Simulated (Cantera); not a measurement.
Mixture: 18.8 % H2, 14.3 % O2, 66.9 % N2, equivalence ratio 0.66, at 100000 Pa, adiabatic and at constant pressure. Ignition delay is the time to a rise of 400 K.

Model: the H2/O2 subset of GRI-Mech 3.0, which has no nitrogen chemistry, integrated in Cantera. Where the delays flatten at high temperature, the 400 K rule measures the pace of heat release, not the induction time.

Predict: delay at 975 K; delay at 1125 K; delay at 1275 K; delay at 1425 K; delay at 1575 K.


```json
{
  "delay at 975 K": "0.707 ms",
  "delay at 1125 K": "88.7 µs",
  "delay at 1275 K": "42.7 µs",
  "delay at 1425 K": "29.8 µs",
  "delay at 1575 K": "26.7 µs"
}
```
